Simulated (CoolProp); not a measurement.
A Linde-Hampson liquefier for ethylene: isothermal reversible compression at 320 K from 1 atm to 25 MPa, throttling to 1 atm, return gas leaving the recuperator 2 K below the feed. Each further row changes one setting.

Values from CoolProp's reference Helmholtz-energy equation of state, Smukala 2000.

```
case                        liquid yield per pass  compression work (kJ/kg of gas)
--------------------------  ---------------------  -------------------------------
as stated                                   0.423                              432
high pressure 50 MPa                        0.418                              491
warm-end temperature 350 K                  0.346                              498
warm-end gap 7 K                            0.416                              432
```
